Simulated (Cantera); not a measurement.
An isothermal, constant-pressure homogeneous reactor starts with NO : N₂ = 1 : 0.16 (molar parts), at 2000 K and 20.0 Torr. Integrator tolerance rtol = 1e-08.

Cantera simulation using GRI-Mech 3.0 (53 species, 325 reactions); the numbers are that mechanism's predictions, not measurements. Radical loss at walls, strong at low pressure, is not modelled.

What does this change do: pressure from 20.0 Torr to 435 Torr?


```json
[
 {"quantity": "x(NO) at 1.00 s", "before": "0.768 (gas-phase equilibrium 0.00925)", "after": "0.251 (gas-phase equilibrium 0.00927)"},
 {"quantity": "x(O₂) at 1.00 s", "before": "0.0461 (gas-phase equilibrium 0.424)", "after": "0.305 (gas-phase equilibrium 0.426)"},
 {"quantity": "x(O) at 1.00 s", "before": "0.00111 (gas-phase equilibrium 0.00269)", "after": "0.000493 (gas-phase equilibrium 0.000577)"},
 {"quantity": "x(NO₂) at 1.00 s", "before": "9.70e-5 (gas-phase equilibrium 3.70e-6)", "after": "0.000398 (gas-phase equilibrium 1.73e-5)"},
 {"quantity": "x(N₂O) at 1.00 s", "before": "0.000188 (gas-phase equilibrium 7.18e-8)", "after": "2.52e-5 (gas-phase equilibrium 3.36e-7)"},
 {"quantity": "x(N₂) at 1.00 s", "before": "0.185 (gas-phase equilibrium 0.564)", "after": "0.443 (gas-phase equilibrium 0.564)"}
]
```

What does this change do: pressure from 20.0 Torr to 218 Torr?


```json
[
 {"quantity": "x(NO) at 1.00 s", "before": "0.768 (gas-phase equilibrium 0.00925)", "after": "0.402 (gas-phase equilibrium 0.00926)"},
 {"quantity": "x(O₂) at 1.00 s", "before": "0.0461 (gas-phase equilibrium 0.424)", "after": "0.230 (gas-phase equilibrium 0.426)"},
 {"quantity": "x(O) at 1.00 s", "before": "0.00111 (gas-phase equilibrium 0.00269)", "after": "0.000614 (gas-phase equilibrium 0.000816)"},
 {"quantity": "x(NO₂) at 1.00 s", "before": "9.70e-5 (gas-phase equilibrium 3.70e-6)", "after": "0.000389 (gas-phase equilibrium 1.22e-5)"},
 {"quantity": "x(N₂O) at 1.00 s", "before": "0.000188 (gas-phase equilibrium 7.18e-8)", "after": "6.05e-5 (gas-phase equilibrium 2.37e-7)"},
 {"quantity": "x(N₂) at 1.00 s", "before": "0.185 (gas-phase equilibrium 0.564)", "after": "0.368 (gas-phase equilibrium 0.564)"}
]
```
